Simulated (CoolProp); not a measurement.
Vapour-liquid equilibrium of dimethyl ether (1) + R236FA (2) at -38.45 °C; x and y are mole fractions of (1).

Values from CoolProp's multi-fluid Helmholtz-energy mixture model, Wu 2011 and Pan 2012; pair parameters Bell 2016.

```
x      bubble pressure (kPa)  y at the bubble point  dew pressure at overall composition x (kPa)  liquid density (mol/L)
-----  ---------------------  ---------------------  -------------------------------------------  ----------------------
0.05                   16.35                  0.067                                        16.27                   10.46
0.125                  16.95                      …                                        16.64                   10.81
0.2                    17.82                  0.298                                        17.09                   11.18
0.275                  19.06                  0.422                                        17.63                   11.56
0.35                   20.75                  0.544                                        18.29                   11.96
0.425                  22.97                  0.656                                        19.09                   12.38
0.5                    25.77                  0.752                                            …                   12.82
0.575                  29.16                  0.830                                        21.29                   13.28
0.65                   33.09                  0.889                                        22.83                   13.77
0.725                  37.44                  0.932                                            …                   14.27
0.8                    42.05                  0.962                                        27.69                   14.81
0.875                  46.67                  0.982                                        31.99                   15.36
0.95                   51.04                  0.994                                        39.94                   15.95
```

### Question
What belongs in the gaps?

### Answer

- 0.125, y at the bubble point: 0.178
- 0.5, dew pressure at overall composition x (kPa): 20.07
- 0.725, dew pressure at overall composition x (kPa): 24.87

No azeotrope shows between x = 0.05 and 0.95.

Pair parameters are fitted to limited data, so mixtures are less certain than the pure fluids.
